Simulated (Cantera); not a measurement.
Mixture: 40.3 % H₂, 12.6 % O₂, 47.1 % N₂, equivalence ratio 1.6, at 24800 Torr, adiabatic and at constant pressure. Ignition delay is the time to a rise of 400 K.

Computed with Cantera and GRI-Mech 3.0 (53 species, 325 reactions). The hydrogen kinetics of GRI-Mech 3.0 are dated; newer H2 mechanisms differ, most at raised pressure. The pressure lies above the range GRI-Mech 3.0 was tuned for (to about 10 atm).

**Question.** At T0 = 1573 K, what is the delay, and which 6 reactions control it most (d ln τ / d ln k, from doubling and halving each rate constant)?

**Answer.** The delay is 0.479 µs.
| reaction | d ln τ / d ln k | faster rate |
|---|---|---|
| H + O2 <=> O + OH | -1.17 | shortens it |
| H + O2 + M <=> HO2 + M | 0.38 | lengthens it |
| H + O2 + N2 <=> HO2 + N2 | 0.25 | lengthens it |
| H2 + O <=> H + OH | -0.12 | shortens it |
| H + HO2 <=> 2 OH | -0.10 | shortens it |
| H2 + OH <=> H + H2O | -0.10 | shortens it |
